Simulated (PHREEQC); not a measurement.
Dissolve 0.0034 mol FeCl3, 4.1e-05 mol CuCl2, 0.097 mol H2SO4 and 0.004 mol NaCl per kg of water at 70 °C. Closed to the air; pH follows from the charge balance.

Model: ion-association model, wateq4f.dat, run in PHREEQC.

```csv
quantity,before,after
pH,1.07,2.48
ionic strength (mol/kgw),0.126,0.0177
Cu+2 (mol/kgw),3.13e-5,3.56e-5
CuCl+ (mol/kgw),2.78e-6,5.35e-6
SI of Halite (NaCl),-6.18,-6.04
SI of Tenorite (CuO),-8.99,-5.87
```

Problem. Name the change that produced these shifts.
A) diluted 100-fold with water
B) diluted 2-fold with water
C) FeCl3 replaced by CdCl2 at the same molality
D) H2SO4 left out
E) FeCl3 left out

Solution. D, H2SO4 left out

No solid was allowed to form. Some of these states are supersaturated (in Hematite (slow to form), Goethite (slow to form), for instance). Away from 25 °C the constants follow the database's enthalpies or fits; those with neither stay at their 25 °C values.
